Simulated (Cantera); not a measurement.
Feed: 1 mol Si₃N₄, 0.14 mol CO₂, 2.7 mol N₂, equilibrated at 0.120 Torr.

These are equilibrium values from Cantera (NASA tables, ideal gas, pure condensed phases), not measurements of a reactor. Candidate condensed phases: C, Si, SiC, SiO₂, Si₂N₂O, Si₃N₄; 34 gas species. Mutual solubility and eutectic melting of coexisting phases are not modelled. Equilibrium is a limit: real reactors are often held back by kinetics, nucleation or transport.

### Question
Which condensed phases are stable at each of these points (T (K)): 1598, 1623, 1648, 1673, 1698, 1723, 1748, 1773?

### Answer
```json
[
 {"T (K)": "1598", "condensed phases": "Si(s) + SiC(s)", "Si condensed (%)": "90.9"},
 {"T (K)": "1623", "condensed phases": "Si(s) + SiC(s)", "Si condensed (%)": "90.9"},
 {"T (K)": "1648", "condensed phases": "Si(s) + SiC(s)", "Si condensed (%)": "90.8"},
 {"T (K)": "1673", "condensed phases": "Si(s) + SiC(s)", "Si condensed (%)": "90.6"},
 {"T (K)": "1698", "condensed phases": "Si(l) + SiC(s)", "Si condensed (%)": "90.4"},
 {"T (K)": "1723", "condensed phases": "Si(l) + SiC(s)", "Si condensed (%)": "90.1"},
 {"T (K)": "1748", "condensed phases": "Si(l) + SiC(s)", "Si condensed (%)": "89.7"},
 {"T (K)": "1773", "condensed phases": "Si(l) + SiC(s)", "Si condensed (%)": "89.0"}
]
```

From 1598 K to 1673 K the condensed part is Si(s) + SiC(s). From 1698 K to 1773 K the condensed part is Si(l) + SiC(s).
